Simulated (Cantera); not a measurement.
## SiH4 + N2 (silicon nitride deposition)

Feed: 1 mol SiH4, a varied amount of N2, held at 1748 K and 1.00 Torr.

These are equilibrium values from Cantera (NASA tables, ideal gas, pure condensed phases), not measurements of a reactor. Candidate condensed phases: Si, Si3N4; 18 gas species. The tables' values for SiN are old estimates; treat these amounts as uncertain. Gases not in the tables: Si2H6 and higher silanes. The numbers say what is thermodynamically allowed, not how fast it happens.

From 0.22 mol N2 to 20 mol N2 the condensed part is Si(l). The main Si-bearing gas is Si throughout.

```tsv
n(N2) (mol)	x N2	x H2	x H	x Si	x SiH	x Si2N	x SiN	x SiH2	n Si(l)
0.22	0.0987	0.894	0.00592	0.00109	5.02e-5	1.11e-5	6.50e-6	1.84e-5	0.997
0.32	0.137	0.856	0.00579	0.00109	4.91e-5	1.31e-5	7.66e-6	1.76e-5	0.997
0.47	0.190	0.804	0.00561	0.00109	4.76e-5	1.54e-5	9.00e-6	1.65e-5	0.997
0.68	0.253	0.741	0.00539	0.00109	4.57e-5	1.77e-5	1.04e-5	1.52e-5	0.997
0.99	0.330	0.664	0.00510	0.00109	4.32e-5	2.03e-5	1.19e-5	1.36e-5	0.996
1.4	0.410	0.584	0.00478	0.00109	4.05e-5	2.26e-5	1.32e-5	1.20e-5	0.996
2.1	0.510	0.484	0.00435	0.00109	3.69e-5	2.52e-5	1.48e-5	9.93e-6	0.995
3.1	0.606	0.389	0.00390	0.00109	3.31e-5	2.75e-5	1.61e-5	7.98e-6	0.994
4.5	0.690	0.305	0.00346	0.00109	2.93e-5	2.93e-5	1.72e-5	6.26e-6	0.992
6.6	0.765	0.230	0.00300	0.00109	2.55e-5	3.09e-5	1.81e-5	4.73e-6	0.990
9.6	0.826	0.171	0.00259	0.00109	2.19e-5	3.20e-5	1.88e-5	3.50e-6	0.986
14	0.873	0.124	0.00220	0.00109	1.87e-5	3.30e-5	1.93e-5	2.54e-6	0.981
20	0.907	0.0898	0.00187	0.00109	1.59e-5	3.36e-5	1.97e-5	1.84e-6	0.973
```
x: gas mole fraction; n: condensed amount in mol.
